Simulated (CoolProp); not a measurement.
Properties of benzene along the isobar 1.87 MPa (Tc = 288.9 °C, pc = 4.906 MPa, ω = 0.211).

Model: reference Helmholtz-energy equation of state, Thol 2012, in CoolProp.

| T (°C) | phase | isothermal compressibility (1/MPa) | expansivity (1/kK) |
|---|---|---|---|
| 51.45 | liquid | 0.001180 | 1.269 |
| 84.25 | liquid | 0.001573 | 1.378 |
| 117.05 | liquid | 0.002162 | (withheld) |
| 149.95 | liquid | 0.003129 | (withheld) |
| 182.75 | liquid | 0.004938 | (withheld) |
| 215.55 | liquid | 0.009414 | 3.064 |
| 248.35 | gas | 0.6969 | (withheld) |
| 281.25 | gas | 0.6449 | (withheld) |
| 314.05 | gas | 0.6156 | 2.619 |
| 346.85 | gas | 0.5967 | (withheld) |

**Question.** What belongs in the gaps?

**Answer.** 
- 117.05, expansivity (1/kK): 1.536
- 149.95, expansivity (1/kK): 1.776
- 182.75, expansivity (1/kK): 2.183
- 248.35, expansivity (1/kK): 3.971
- 281.25, expansivity (1/kK): 3.116
- 346.85, expansivity (1/kK): 2.288
